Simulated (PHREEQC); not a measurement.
H2SO4 is added in steps, without added water, to 1 kg of water holding 0.0018 mol HNO3, 0.0016 mol K2SO4 and 0.26 mol KH2PO4, at 25 °C. Oxygen alone is held at its pressure in air (log pO2 = -0.68). CO2 from the air is kept out. Nothing may precipitate in this run.

Base run: PHREEQC, ion-association model, phreeqc.dat. Each further column changes one thing. The table gives HSO4- (mol/kgw).

| H2SO4 added (mol) | base | database wateq4f.dat | Debye-Hückel limiting law | Davies equation for every ion | metal-ligand complexes left out |
|---|---|---|---|---|---|
| 0 | 3.29e-6 | 3.42e-6 | ? | 3.41e-6 | 4.69e-6 |
| 0.005125 | 7.27e-5 | 7.54e-5 | 5.03e-5 | 7.59e-5 | 0.000105 |
| 0.01537 | 0.000516 | 0.000535 | 0.000350 | 0.000539 | ? |
| 0.0205 | 0.000903 | 0.000937 | 0.000608 | 0.000944 | 0.00126 |
| 0.02562 | 0.00141 | 0.00146 | 0.000944 | 0.00148 | 0.00194 |
| 0.03587 | 0.00282 | 0.00292 | 0.00186 | 0.00295 | 0.00380 |
| 0.041 | 0.00374 | 0.00387 | 0.00245 | 0.00391 | 0.00498 |
| 0.04612 | 0.00481 | 0.00498 | 0.00313 | 0.00503 | 0.00633 |
| 0.05638 | 0.00742 | 0.00769 | ? | 0.00776 | 0.00957 |
| 0.0615 | 0.00899 | 0.00930 | 0.00573 | 0.00939 | ? |
| 0.06663 | 0.0107 | 0.0111 | 0.00680 | 0.0112 | 0.0136 |
| 0.07687 | 0.0148 | 0.0153 | 0.00924 | 0.0154 | 0.0183 |
| 0.082 | 0.0171 | 0.0176 | 0.0106 | 0.0178 | 0.0209 |

Problem. What belongs in the gaps?

Solution. 
- 0, Debye-Hückel limiting law: 2.57e-6
- 0.01537, metal-ligand complexes left out: 0.000726
- 0.05638, Debye-Hückel limiting law: 0.00477
- 0.0615, metal-ligand complexes left out: 0.0115

 H3PO4, which wateq4f.dat lacks, is added to it with the constant of phreeqc.dat. phreeqc.dat and wateq4f.dat share most of their constants, so their agreement is no independent check.
